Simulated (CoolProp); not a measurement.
Vapour-liquid equilibrium of toluene (1) + n-octane (2) at 0.00499 MPa; x and y are mole fractions of (1).

Model: multi-fluid Helmholtz-energy mixture model, Lemmon 2006 and Beckmüller 2019; pair parameters Bell 2016, in CoolProp.

```json
[
 {"x": "0.05", "bubble temperature (K)": "315.2", "y at the bubble point": "0.122", "dew temperature at overall composition x (K)": "316.2", "liquid density (mol/L)": "6.102"},
 {"x": "0.125", "bubble temperature (K)": "313.1", "y at the bubble point": "0.269", "dew temperature at overall composition x (K)": "315.2", "liquid density (mol/L)": "6.288"},
 {"x": "0.2", "bubble temperature (K)": "311.4", "y at the bubble point": "0.382", "dew temperature at overall composition x (K)": "314.1", "liquid density (mol/L)": "6.481"},
 {"x": "0.275", "bubble temperature (K)": "…", "y at the bubble point": "0.473", "dew temperature at overall composition x (K)": "313.0", "liquid density (mol/L)": "…"},
 {"x": "0.35", "bubble temperature (K)": "308.7", "y at the bubble point": "…", "dew temperature at overall composition x (K)": "…", "liquid density (mol/L)": "6.893"},
 {"x": "0.425", "bubble temperature (K)": "307.7", "y at the bubble point": "0.611", "dew temperature at overall composition x (K)": "310.7", "liquid density (mol/L)": "7.114"},
 {"x": "0.5", "bubble temperature (K)": "306.9", "y at the bubble point": "0.666", "dew temperature at overall composition x (K)": "…", "liquid density (mol/L)": "7.347"},
 {"x": "0.575", "bubble temperature (K)": "306.1", "y at the bubble point": "0.716", "dew temperature at overall composition x (K)": "308.3", "liquid density (mol/L)": "7.592"},
 {"x": "0.65", "bubble temperature (K)": "305.5", "y at the bubble point": "0.763", "dew temperature at overall composition x (K)": "307.1", "liquid density (mol/L)": "7.853"},
 {"x": "0.725", "bubble temperature (K)": "305.0", "y at the bubble point": "0.810", "dew temperature at overall composition x (K)": "306.0", "liquid density (mol/L)": "8.129"},
 {"x": "0.8", "bubble temperature (K)": "…", "y at the bubble point": "0.856", "dew temperature at overall composition x (K)": "305.1", "liquid density (mol/L)": "8.422"},
 {"x": "0.875", "bubble temperature (K)": "304.1", "y at the bubble point": "0.906", "dew temperature at overall composition x (K)": "304.3", "liquid density (mol/L)": "8.734"},
 {"x": "0.95", "bubble temperature (K)": "303.7", "y at the bubble point": "…", "dew temperature at overall composition x (K)": "303.8", "liquid density (mol/L)": "9.068"}
]
```

### Question
What belongs in the gaps?

### Answer

- 0.275, bubble temperature (K): 309.9
- 0.275, liquid density (mol/L): 6.682
- 0.35, y at the bubble point: 0.547
- 0.35, dew temperature at overall composition x (K): 311.9
- 0.5, dew temperature at overall composition x (K): 309.5
- 0.8, bubble temperature (K): 304.5
- 0.95, y at the bubble point: 0.960

No azeotrope shows between x = 0.05 and 0.95.

Pair parameters are fitted to limited data, so mixtures are less certain than the pure fluids.
